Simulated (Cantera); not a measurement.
A Cantera script and what it prints.

```python
import numpy as np
import cantera as ct

gas_names = """
    F F2 N NF NF2 NF3 N2 Si SiF SiF2 SiF3 SiF4 SiN Si2 Si2N Si3
""".split()
cond_names = """
    Si(cr) Si(L) Si3N4(a)
""".split()


# ... load() reads the species with a 1 bar reference pressure and builds the phases ...
atoms = {
    'Si': {'Si': 1},
    'NF3': {'N': 1, 'F': 3},
}
top_T = {'Si3N4(a)': 2400}  # K; cautious upper limits of use, not melting points


# ... equilibrate(T, P, feed) seeds the gas with the atoms and calls Mixture.equilibrate('TP', solver="vcs", rtol=1e-11, max_steps=5000) ...
results = []
feed = {'Si': 1, 'NF3': 2.9}  # mol
T = 1300  # K
P = 10000  # Pa
mix = equilibrate(T, P, feed)
results.append((T, P, feed, dict(zip(mix.species_names, mix.species_moles))))
print(gas.report(threshold=0.001))
for i in range(1, mix.n_phases):
    print(f"{mix.phase(i).name:16s} {mix.phase_moles(i):12.5e} mol")
```

Result:

```
       temperature   1300 K
          pressure   10000 Pa
           density   0.031444 kg/m^3
  mean mol. weight   33.988 kg/kmol
   phase of matter   gas

                          1 kg             1 kmol
                     ---------------   ---------------
          enthalpy       -4.4528e+06       -1.5134e+08  J
   internal energy       -4.7709e+06       -1.6215e+08  J
           entropy            7768.1        2.6402e+05  J/K
    Gibbs function       -1.4551e+07       -4.9457e+08  J
 heat capacity c_p            1075.9             36569  J/K
 heat capacity c_v            831.31             28254  J/K

                      mass frac. Y      mole frac. X     chem. pot. / RT
                     ---------------   ---------------   ---------------
                 F           0.33851           0.60559           -16.417
                F2          0.043086           0.03854           -32.835
                N2            0.1736           0.21061           -29.444
              SiF4            0.4448           0.14525           -195.16
     [  +12 minor]        9.4129e-06        4.6668e-06

Si(cr)            0.00000e+00 mol
Si3N4(a)          0.00000e+00 mol
```

Equilibrium computed with Cantera from the NASA thermochemical tables; the gas is ideal and each condensed phase is pure.
